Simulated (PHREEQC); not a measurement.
Dissolve 0.23 mol/kgw NaOH, 6.6e-06 mol/kgw CO2 and 0.0002 mol/kgw K3PO4 at 60 °C. Closed to the air; pH follows from the charge balance.

Equilibrium calculation in PHREEQC: ion-association model, wateq4f.dat.

No solid was allowed to form.

Question: Order these P species by the share of P that they hold, largest first: HPO4-2, NaHPO4-, PO4-3.

Answer: PO4-3 (87 %), HPO4-2 (11 %), NaHPO4- (1.3 %)

The pH is 12.23 and the ionic strength 0.231 mol/kgw. Species that the database lacks are ignored. H3PO4, which wateq4f.dat lacks, is added to it with the constant of phreeqc.dat. Away from 25 °C the constants follow the database's enthalpies or fits; those with neither stay at their 25 °C values.
